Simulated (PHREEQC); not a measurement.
Solution (25 °C): 0.019 mol Cu(BF4)2 and 0.0048 mol H3BO3 per kg of water. Closed to the air; pH follows from the charge balance.

Model: ion-association model, phreeqc.dat, run in PHREEQC.

This is a speciation only: nothing precipitates in the calculation.

Task: Estimate the pH, ionic strength.

Result: pH 2.77; ionic strength 0.0584 mol/kgw.

Task: In which forms is F present?

Result: BF4- 88 %, BF3OH- 6.2 %, HF 2.6 %, BF2(OH)2- 1.4 %, F- 1.3 % of the F.

Real BF4- forms and hydrolyses slowly; the run takes it at equilibrium.
